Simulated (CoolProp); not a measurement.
Properties of R113 at several states (Tc = 214.1 °C, pc = 3392 kPa, ω = 0.253).

Values from CoolProp's reference Helmholtz-energy equation of state, Marx 1992.

```json
[
 {"T (°C)": "160.85", "p (kPa)": "64.4", "phase": "gas", "Z": "0.9906", "Joule-Thomson coefficient (K/MPa)": "11.85", "isothermal compressibility (1/MPa)": "15.68", "expansivity (1/kK)": "2.375"},
 {"T (°C)": "96.35", "p (kPa)": "107", "phase": "gas", "Z": "0.9734", "Joule-Thomson coefficient (K/MPa)": "18.76", "isothermal compressibility (1/MPa)": "9.609", "expansivity (1/kK)": "2.954"},
 {"T (°C)": "141.55", "p (kPa)": "404", "phase": "gas", "Z": "0.9278", "Joule-Thomson coefficient (K/MPa)": "15.00", "isothermal compressibility (1/MPa)": "2.682", "expansivity (1/kK)": "3.078"},
 {"T (°C)": "80.15", "p (kPa)": "13900", "phase": "liquid", "Z": "0.5992", "Joule-Thomson coefficient (K/MPa)": "-0.3394", "isothermal compressibility (1/MPa)": "0.002308", "expansivity (1/kK)": "1.485"},
 {"T (°C)": "189.85", "p (kPa)": "67.7", "phase": "gas", "Z": "0.9920", "Joule-Thomson coefficient (K/MPa)": "10.10", "isothermal compressibility (1/MPa)": "14.89", "expansivity (1/kK)": "2.217"},
 {"T (°C)": "105.55", "p (kPa)": "23.8", "phase": "gas", "Z": "0.9947", "Joule-Thomson coefficient (K/MPa)": "16.70", "isothermal compressibility (1/MPa)": "42.24", "expansivity (1/kK)": "2.686"}
]
```
